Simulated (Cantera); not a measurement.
Input: 1 mol PbO, 1.5 mol CO, 0.1 mol N₂, equilibrated at 1575 K and 0.100 bar.

Equilibrium computed with Cantera from the NASA thermochemical tables; the gas is ideal and each condensed phase is pure. Candidate condensed phases: C, Pb, PbO, PbO₂, Pb₃O₄; 27 gas species. Gases not in the tables: (PbO)n polymers. The numbers say what is thermodynamically allowed, not how fast it happens.

Base state: CO₂ 0.383, Pb 0.383, CO 0.194, N₂ 0.0385, PbO 0.00135, Pb₂ 0.000198 (mole fractions); condensed: gas only.

Q: What changes in the equilibrium state with this change: temperature from 1575 K to 998.15 K?

A: 
| species | before | after |
|---|---|---|
| CO₂ | 0.383 | 0.625 |
| CO | 0.194 | 0.312 |
| N₂ | 0.0385 | 0.0625 |
| Pb | 0.383 | 0.000155 |
| PbO | 0.00135 | <1e-9 |
| Pb₂ | 0.000198 | <1e-9 |
| Pb(l), mol | 0 | 1.000 |
